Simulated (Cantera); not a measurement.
Feed: 1 mol Fe2O3, 3.7 mol SO2, 4.1 mol CO2, at 0.100 bar.

Cantera equilibrium calculation (NASA polynomials, part measured and part estimated; ideal gas, pure solids and liquids). Candidate condensed phases: C, Fe, Fe(CO)5, FeO, FeS, FeSO4, FeS2, Fe2O3, Fe2(SO4)3, Fe3O4, S; 25 gas species. Kinetics and transport are ignored. All values below are at 477 °C.

Base state: CO2 0.526, SO2 0.474 (mole fractions); condensed: Fe2O3(s).

Q: What changes in the equilibrium state with this change: Fe2O3 replaced by MgO?

A: 
```json
[
 {"species": "CO2", "before": "0.526", "after": "0.588"},
 {"species": "SO2", "before": "0.474", "after": "0.388"},
 {"species": "S2", "before": "<1e-9", "after": "0.0226"},
 {"species": "S2O", "before": "<1e-9", "after": "0.00139"},
 {"species": "COS", "before": "<1e-9", "after": "0.000177"},
 {"species": "Fe2O3(s), mol", "before": "1.00", "after": "0"},
 {"species": "MgO(s), mol", "before": "0", "after": "0.338"},
 {"species": "MgSO4(s), mol", "before": "0", "after": "0.662"}
]
```
Gases not in the tables: S3 to S7. Further candidate phases: Mg, MgCO3, MgO, MgS, MgSO4.
